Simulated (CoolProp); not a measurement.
Ethanol at 460.51 K and 3.76 MPa flows at 0.17 m/s in a round tube of 6 mm bore and 1.5 µm roughness, fully developed (64/Re and Nu = 3.66 if laminar; Colebrook and Gnielinski if turbulent). Each further row changes one setting.

Model: reference Helmholtz-energy equation of state, Schroeder 2014, in CoolProp.

| case | Reynolds number | Darcy friction factor | pressure drop (Pa/m) | heat-transfer coefficient (W/(m² K)) | mass flow (kg/h) |
|---|---|---|---|---|---|
| as stated | ? | ? | ? | 765 | ? |
| velocity 0.34 m/s | 10800 | ? | 174 | 1490 | ? |
| diameter 12 mm | 10800 | 0.0304 | ? | 739 | ? |

Fill in the missing entries.


- as stated, Reynolds number: 5410
- as stated, Darcy friction factor: 0.0368
- as stated, pressure drop (Pa/m): 52.4
- as stated, mass flow (kg/h): 10.2
- velocity 0.34 m/s, Darcy friction factor: 0.0306
- velocity 0.34 m/s, mass flow (kg/h): 20.4
- diameter 12 mm, pressure drop (Pa/m): 21.6
- diameter 12 mm, mass flow (kg/h): 40.9

Viscosity comes from a separate model (Kiselev 2005). Thermal conductivity comes from a separate model (Assael 2013).
